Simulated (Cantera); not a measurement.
Input: 1 mol B2O3, 1 mol H2, 0.47 mol N2, at 1.00 Torr.

Equilibrium computed with Cantera from the NASA thermochemical tables; the gas is ideal and each condensed phase is pure. Candidate condensed phases: B, BN, B2O3, B3O3H3, H2O; 39 gas species. N2 is the only nitrogen source here; it is nearly inert below about 1500 K, so the nitride shown seldom forms there in practice. Mutual solubility and eutectic melting of coexisting phases are not modelled. Kinetics and transport are ignored. All values below are at 1077 °C.

Base state: H2 0.676, N2 0.319, HBO2 0.00309, HBO 0.000957, B2O3 0.000527, H2O 0.000423, H 5.37e-5, B2O2 1.59e-5 (mole fractions); condensed: BN(s) + B2O3(l).

Task: What changes in the equilibrium state with this change: B2O3 replaced by BF3?

Result: 
```json
[
 {"species": "BF3", "before": "0", "after": "0.393"},
 {"species": "H2", "before": "0.676", "after": "0.389"},
 {"species": "N2", "before": "0.319", "after": "0.186"},
 {"species": "HF", "before": "0", "after": "0.0292"},
 {"species": "HBO2", "before": "0.00309", "after": "0"},
 {"species": "BHF2", "before": "0", "after": "0.00135"},
 {"species": "BF2", "before": "0", "after": "0.00111"},
 {"species": "HBO", "before": "0.000957", "after": "0"},
 {"species": "BN(s), mol", "before": "0.00145", "after": "0.0220"},
 {"species": "B2O3(l), mol", "before": "0.995", "after": "0"}
]
```
The tables' values for BF2 are old estimates; treat these amounts as uncertain.
